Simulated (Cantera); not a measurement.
An adiabatic, constant-volume homogeneous reactor starts with CH₄ : O₂ : N₂ = 1 : 4.26 : 34.5 (molar parts), at 1575 K and 3.30 bar. Integrator tolerance rtol = 1e-08.

Detailed kinetics in Cantera: GRI-Mech 3.0 (53 species, 325 reactions).

Task: What does this change do: 2.8 parts H2 added?

Result: 
| quantity | before | after |
|---|---|---|
| time of steepest temperature rise | 0.319 ms | 17.1 µs |
| temperature at 0.900 s | 2235 K | 2616 K |
| equilibrium temperature | 2235 K | 2616 K |
| x(CH₄) at 0.900 s | <1e-12 (gas-phase equilibrium <1e-12) | <1e-12 (gas-phase equilibrium <1e-12) |
| x(O₂) at 0.900 s | 0.0528 (gas-phase equilibrium 0.0528) | 0.0181 (gas-phase equilibrium 0.0181) |
| x(NO) at 0.900 s | 0.00719 (gas-phase equilibrium 0.00719) | 0.00842 (gas-phase equilibrium 0.00842) |
| x(N₂O) at 0.900 s | 9.05e-7 (gas-phase equilibrium 9.05e-7) | 1.11e-6 (gas-phase equilibrium 1.11e-6) |
| x(C₂H₆) at 0.900 s | <1e-12 (gas-phase equilibrium <1e-12) | <1e-12 (gas-phase equilibrium <1e-12) |
